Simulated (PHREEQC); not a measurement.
1 g of hydrous ferric oxide (600 m²/g; 0.2 weak and 0.005 strong sites per Fe, Dzombak-Morel constants, diffuse double layer) in 1 kg of water with 0.001 mol/kgw of an inert sodium salt and 0.00022 mol/kgw Na2SO4 and 5.9e-06 mol/kgw PbCl2, at 25 °C; the pH is set by adding NaOH or the inert anion's acid. Oxygen alone is held at its pressure in air (log pO2 = -0.68). CO2 from the air is kept out. Precipitation was switched off in this run.

Base run: PHREEQC, ion-association model, wateq4f.dat. Each further column changes one thing. The table gives surface charge σ (C/m²).

| pH | base | background salt from 0.001 to 0.0001 mol/kgw | oxide from 1 to 5 g/kgw | 0.0052 mol/kgw CaCl2 added |
|---|---|---|---|---|
| 3 | 0.224 | 0.210 | 0.297 | 0.277 |
| 4.33 | 0.082 | (withheld) | (withheld) | 0.167 |
| 5 | 0.044 | (withheld) | 0.067 | 0.106 |
| 5.67 | 0.022 | 0.014 | (withheld) | 0.062 |
| 7 | 0.006 | 0.004 | 0.007 | 0.021 |
| 8.33 | -0.001 | -0.001 | -0.001 | 0.006 |
| 9 | -0.006 | -0.004 | -0.006 | 0.005 |
| 9.67 | -0.013 | -0.009 | -0.014 | 0.004 |
| 11 | -0.062 | -0.053 | -0.068 | 0.004 |

**Question.** Complete the blanks.

**Answer.** 
- 4.33, background salt from 0.001 to 0.0001 mol/kgw: 0.061
- 4.33, oxide from 1 to 5 g/kgw: 0.125
- 5, background salt from 0.001 to 0.0001 mol/kgw: 0.030
- 5.67, oxide from 1 to 5 g/kgw: 0.033

The oxide is taken as insoluble; below pH 4 it would dissolve.
